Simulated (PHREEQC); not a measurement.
# Polishing slurry liquid

Consider water at 65 °C with 0.004 mol KOH, 0.004 mol Fe(NO3)3 and 0.0047 mol CuSO4 per kg of water. Closed to the air; pH follows from the charge balance.

All values are PHREEQC results (ion-association model, wateq4f.dat), not measurements.

Each row changes one thing in this solution. Precipitation was switched off in this run.

```tsv
case	pH	ionic strength (mol/kgw)	Fe(OH)2+ (mol/kgw)	FeOH+2 (mol/kgw)	Fe2(OH)2+4 (mol/kgw)	Fe+3 (mol/kgw)	SI of Goethite (FeOOH)	SI of Hematite (Fe2O3)
as made	3.15	0.0273	0.00171	0.00159	6.47e-5	4.05e-5	+6.75	+15.67
KOH from 0.004 to 0.002 mol/kgw	2.88	0.0266	0.00104	0.00179	8.05e-5	8.38e-5	+6.27	+14.71
CuSO4 left out	2.90	0.0151	0.00150	0.00222	9.21e-5	9.02e-5	+6.46	+15.10
0.00074 mol/kgw H2SO4 added	2.97	0.0282	0.00121	0.00170	7.53e-5	6.54e-5	+6.42	+15.02
CuSO4 from 0.0047 to 0.00705 mol/kgw	3.20	0.0332	0.00176	0.00149	6.32e-5	3.43e-5	+6.81	+15.80
diluted 5-fold with water	3.38	0.00586	0.000541	0.000234	7.07e-7	2.76e-6	+6.52	+15.20
CuSO4 from 0.0047 to 0.0235 mol/kgw	3.39	0.0700	0.00189	0.00123	6.81e-5	2.07e-5	+7.01	+16.20
KOH left out	2.66	0.0257	0.000640	0.00180	7.95e-5	0.000138	+5.84	+13.86
```

Some of these states are supersaturated (in Jarosite-K, Hematite (slow to form), Goethite (slow to form), for instance). Constants without temperature data keep their 25 °C values here.
